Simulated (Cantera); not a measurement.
A freely propagating, adiabatic, planar premixed flame of H2 : O2 : N2 = 1 : 0.526 : 1.98 (molar parts), equivalence ratio 0.95, unburnt at 648 K and 13300 Pa; mixture-averaged transport, grid criteria slope 0.08 and curve 0.16, no radiation.

Computed with Cantera and the H2/O2 subset of GRI-Mech 3.0, which has no nitrogen chemistry. Burning velocities carry a grid error of a few per cent, more on coarse grids.

**Question.** What does this change do: inlet temperature 648 to 325 K?

**Answer.** 
```csv
quantity,before,after
laminar burning velocity,687 cm/s,215 cm/s
thermal thickness,6.93 mm,5.27 mm
peak x(H),0.0898,0.0678
peak x(HO2),4.21e-5,0.000134
peak x(OH),0.0202,0.0152
```

**Question.** What does this change do: 0.12 parts H2O added?

**Answer.** 
| quantity | before | after |
|---|---|---|
| laminar burning velocity | 687 cm/s | 681 cm/s |
| thermal thickness | 6.93 mm | 6.88 mm |
| peak x(H) | 0.0898 | 0.0827 |
| peak x(HO2) | 4.21e-5 | 5.15e-5 |
| peak x(OH) | 0.0202 | 0.0190 |
